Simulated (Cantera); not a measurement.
A perfectly stirred reactor is fed with H2 : O2 : N2 = 0.022 : 1 : 0.67 (molar parts), equivalence ratio 0.011, at 9.75 Torr; it is held at 1323 K, and followed from long to short residence time.

Detailed kinetics in Cantera: the H2/O2 subset of GRI-Mech 3.0, which has no nitrogen chemistry. Radical loss at walls, strong at low pressure, is not modelled.

Q: What does this change do: H2 0.022 to 0.14 parts?

A: 
```tsv
quantity	before	after
x(H2) at τ = 0.600 s	7.20e-5	0.000549
x(O2) at τ = 0.600 s	0.585	0.528
x(H2O) at τ = 0.600 s	0.0124	0.0775
x(H2O2) at τ = 0.600 s	1.37e-8	6.88e-8
x(OH) at τ = 0.600 s	0.000909	0.00279
x(H2) at τ = 39.0 ms	0.000322	0.00222
x(O2) at τ = 39.0 ms	0.581	0.512
x(H2O) at τ = 39.0 ms	0.0116	0.0691
x(H2O2) at τ = 39.0 ms	1.97e-8	9.25e-8
x(OH) at τ = 39.0 ms	0.00147	0.00544
```
The temperature is held fixed by assumption; the heat of reaction is taken as removed at once.
